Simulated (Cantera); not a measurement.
Input (Python, Cantera) and output of one run.

```python
import numpy as np
import cantera as ct

gas_names = """
    AL ALCL ALCL2 ALCL3 ALH ALN AL2 AL2CL6 CL CL2 H HCL H2 N NH NH2 NH3 N2 N2H2 N2H4
""".split()
cond_names = """
    AL(cr) AL(L) ALCL3(s) ALCL3(L) ALN(s) NH4CL(a) NH4CL(b)
""".split()


# ... load() reads the species with a 1 bar reference pressure and builds the phases ...
atoms = {
    'Al': {'AL': 1},
    'HCl': {'H': 1, 'CL': 1},
    'N2': {'N': 2},
}
top_T = {'ALN(s)': 2750}  # K; cautious upper limits of use, not melting points


# ... equilibrate(T, P, feed) seeds the gas with the atoms and calls Mixture.equilibrate('TP', solver="vcs", rtol=1e-11, max_steps=5000) ...
results = []
T = 1525  # K
P = 1333.22  # Pa
for m in [11, 16, 22, 31, 44, 63, 88, 120, 180]:
    feed = {'Al': 1, 'HCl': 1.2, 'N2': m}  # mol
    mix = equilibrate(T, P, feed)
    results.append((T, P, feed, dict(zip(mix.species_names, mix.species_moles))))

top = {s: max(r[3][s] / sum(r[3][g] for g in gas_names) for r in results) for s in gas_names}
cols = sorted((s for s in top if top[s] > 1e-05), key=lambda s: -top[s])[:7]
seen = [c for c in cond_names if any(r[3].get(c, 0) > 1e-12 for r in results)]
print("log10 of partial pressures in bar; condensed amounts in mol")
print(f"{'n(N2)':>10s}" + "".join(f"{s[:9]:>10s}" for s in cols + seen))
for T, P, feed, n in results:
    ng = sum(n[g] for g in gas_names)
    print(f"{feed['N2']:10.4g}" + "".join(f"{np.log10(max(n[s] / ng * P / 1e5, 1e-99)):10.3f}" for s in cols)
          + "".join(f"{n.get(c, 0):10.4g}" for c in seen))
```

Result:

```
log10 of partial pressures in bar; condensed amounts in mol
     n(N2)        N2        H2     ALCL3       HCL      ALCL     ALCL2         H    ALN(s)
        11    -1.919    -3.268    -3.556    -3.564    -3.948    -4.177    -6.260    0.5944
        16    -1.906    -3.426    -3.735    -3.701    -4.012    -4.299    -6.339    0.5808
        22    -1.898    -3.563    -3.893    -3.820    -4.067    -4.406    -6.407    0.5661
        31    -1.892    -3.711    -4.070    -3.952    -4.128    -4.524    -6.481    0.5465
        44    -1.887    -3.863    -4.258    -4.090    -4.192    -4.651    -6.557    0.5219
        63    -1.884    -4.019    -4.460    -4.235    -4.261    -4.786    -6.635    0.4915
        88    -1.881    -4.164    -4.658    -4.373    -4.327    -4.918    -6.708     0.458
       120    -1.880    -4.298    -4.851    -4.504    -4.392    -5.047    -6.775    0.4224
       180    -1.878    -4.473    -5.122    -4.681    -4.483    -5.228    -6.862    0.3697
```

These are equilibrium values from Cantera (NASA tables, ideal gas, pure condensed phases), not measurements of a reactor. The tables' values for AlCl2 are old estimates; treat these amounts as uncertain.
